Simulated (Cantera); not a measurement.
Input: 1 mol Si3N4, 0.13 mol N2O, 430 mol N2, held at 627 °C and 0.460 Pa.

Cantera equilibrium calculation (NASA polynomials, part measured and part estimated; ideal gas, pure solids and liquids). Candidate condensed phases: Si, SiO2, Si2N2O, Si3N4; 16 gas species. Rates play no part.

Base state: N2 1.00 (mole fractions); condensed: Si2N2O(s) + Si3N4(s).

Problem. What changes in the equilibrium state with this change: temperature from 627 °C to 1350 °C?

Solution. 
```
species         before     after
--------------  ------  --------
N2                1.00     0.993
Si               <1e-9   0.00657
SiO              <1e-9  0.000299
SiN              <1e-9   1.11e-5
Si2N2O(s), mol   0.130         0
Si3N4(s), mol    0.913         0
```
The tables' values for SiN are old estimates; treat these amounts as uncertain.
